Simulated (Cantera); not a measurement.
An isothermal, constant-pressure homogeneous reactor starts with CH₃OH : O₂ : N₂ = 0.0083 : 0.023 : 1 (molar parts), equivalence ratio 0.54, at 1125 K and 1.38 atm. Integrator tolerance rtol = 1e-08.

Model: GRI-Mech 3.0 (53 species, 325 reactions), integrated in Cantera. GRI-Mech 3.0 was tuned for natural gas; its chemistry of methanol as a main component is partial and can be far from experiment.

What does this change do: CH3OH 0.0083 to 0.062 parts?


| quantity | before | after |
|---|---|---|
| x(CH₃OH) at 90.0 s | <1e-12 (gas-phase equilibrium <1e-12) | 2.01e-11 (gas-phase equilibrium 3.29e-12) |
| x(O₂) at 90.0 s | 0.0102 (gas-phase equilibrium 0.0102) | 3.40e-10 (gas-phase equilibrium <1e-12) |
| x(NO₂) at 90.0 s | 5.13e-10 (gas-phase equilibrium 1.68e-7) | <1e-12 (gas-phase equilibrium <1e-12) |
| x(CH₂CO) at 90.0 s | <1e-12 (gas-phase equilibrium <1e-12) | 2.32e-10 (gas-phase equilibrium <1e-12) |
| x(N₂O) at 90.0 s | 2.61e-9 (gas-phase equilibrium 2.51e-9) | <1e-12 (gas-phase equilibrium <1e-12) |
| x(C₂H₂) at 90.0 s | <1e-12 (gas-phase equilibrium <1e-12) | 2.14e-6 (gas-phase equilibrium <1e-12) |
| x(CO) at 90.0 s | 1.79e-10 (gas-phase equilibrium 1.79e-10) | 0.0495 (gas-phase equilibrium 0.0400) |
The temperature is held fixed by assumption; the heat of reaction is taken as removed at once.
